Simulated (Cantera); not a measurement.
**Silicon nitride deposition: SiCl₄ + NH₃**

A closed system holds: 1 mol SiCl₄, 16 mol NH₃, equilibrated at 2025 K and 14.0 Pa.

These are equilibrium values from Cantera (NASA tables, ideal gas, pure condensed phases), not measurements of a reactor. Candidate condensed phases: NH₄Cl, Si, Si₃N₄; 28 gas species. The tables' values for SiCl, SiN are old estimates; treat these amounts as uncertain. Equilibrium is a limit: real reactors are often held back by kinetics, nucleation or transport.

| Quantity | Result |
|---|---|
| x(H₂) | 0.538 |
| x(N₂) | 0.214 |
| x(H) | 0.119 |
| x(HCl) | 0.0878 |
| x(Si) | 0.0237 |
| x(Cl) | 0.0145 |
| x(SiCl₂) | 0.00190 |
| x(SiCl) | 0.000887 |
| x(SiH) | 0.000132 |
| gas amount | 37.41 mol |
| log10 activity of Si(l) (absent) | -1.24 |
